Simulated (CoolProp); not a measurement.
Vapour-liquid equilibrium of carbon dioxide (1) + dimethyl ether (2) at 254.2 K; x and y are mole fractions of (1).

Values from CoolProp's multi-fluid Helmholtz-energy mixture model, Span 1996 and Wu 2011; pair parameters Bell 2016.

```tsv
x	bubble pressure, mixture model (kPa)	bubble pressure, Raoult's law (kPa)	y, mixture model	y, Raoult's law
0.05	189.7	225.0	0.338	0.452
0.125	…	367.8	0.589	0.691
0.2	393.9	510.6	0.720	0.797
0.275	510.1	653.5	0.800	0.856
0.35	…	796.3	0.854	0.894
0.425	…	939.1	0.891	0.921
0.5	914.4	1082	0.919	0.940
0.575	…	1225	0.940	0.955
0.65	1225	1368	…	0.967
0.725	1390	1510	…	0.976
0.8	…	1653	0.979	0.984
0.875	1734	1796	0.988	0.991
0.95	1912	1939	0.995	0.997
```

Fill in the missing entries.


- 0.125, bubble pressure, mixture model (kPa): 287.1
- 0.35, bubble pressure, mixture model (kPa): 635.8
- 0.425, bubble pressure, mixture model (kPa): 770.7
- 0.575, bubble pressure, mixture model (kPa): 1066
- 0.65, y, mixture model: 0.956
- 0.725, y, mixture model: 0.969
- 0.8, bubble pressure, mixture model (kPa): 1560

The largest gap from Raoult's law is -22.9 % in bubble pressure, at x = 0.2. No azeotrope shows between x = 0.05 and 0.95.

The pair parameters rest on a limited set of measurements; away from them the model extrapolates.
